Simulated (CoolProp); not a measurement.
Vapour-liquid equilibrium of R13 (1) + propylene (2) at 0.135 MPa; x and y are mole fractions of (1).

The numbers come from the multi-fluid Helmholtz-energy mixture model, Platzer 1990 and Lemmon 2013; pair parameters Bell 2016 in CoolProp. This equation is an older, rougher fit; its heat capacities, sound speeds and derivatives of the liquid may be far off and weren't checked against measurements.

```
x     bubble temperature (K)  y at the bubble point  dew temperature at overall composition x (K)  liquid density (mol/L)
----  ----------------------  ---------------------  --------------------------------------------  ----------------------
0.05                     ___                  0.294                                         231.0                     ___
0.2                      ___                  0.655                                         227.4                   14.61
0.35                   207.0                    ___                                         223.4                   14.60
0.5                    203.8                  0.840                                         218.7                   14.54
0.65                   201.5                  0.885                                         213.0                   14.46
0.8                    199.6                  0.927                                         205.9                   14.39
0.95                   197.9                  0.979                                         198.8                     ___
```

Task: Fill in the missing entries.

Result: 
- 0.05, bubble temperature (K): 225.0
- 0.05, liquid density (mol/L): 14.44
- 0.2, bubble temperature (K): 212.8
- 0.35, y at the bubble point: 0.778
- 0.95, liquid density (mol/L): 14.35

No azeotrope shows between x = 0.05 and 0.95.

Pair parameters are fitted to limited data, so mixtures are less certain than the pure fluids.
